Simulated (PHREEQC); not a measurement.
Solution (25 °C): 25 mmol/kgw H2SO4, 68 mmol/kgw ZnSO4 and 22 mmol/kgw NiSO4. Closed to the air; pH follows from the charge balance.

Model: ion-association model, wateq4f.dat, run in PHREEQC.

```tsv
quantity	before	after
pH	1.73	5.61
ionic strength (mol/kgw)	0.211	0.182
SO4-2 (mol/kgw)	0.0377	0.0372
HSO4- (mol/kgw)	0.0268	3.68e-6
```

Problem. Name the change that produced these shifts.
A) H2SO4 left out
B) H2SO4 from 0.025 to 0.005 mol/kgw
C) NiSO4 replaced by Fe2(SO4)3 at the same molality
D) NiSO4 left out
E) temperature from 25 to 10 °C

Solution. A, H2SO4 left out

Precipitation was switched off in this run.
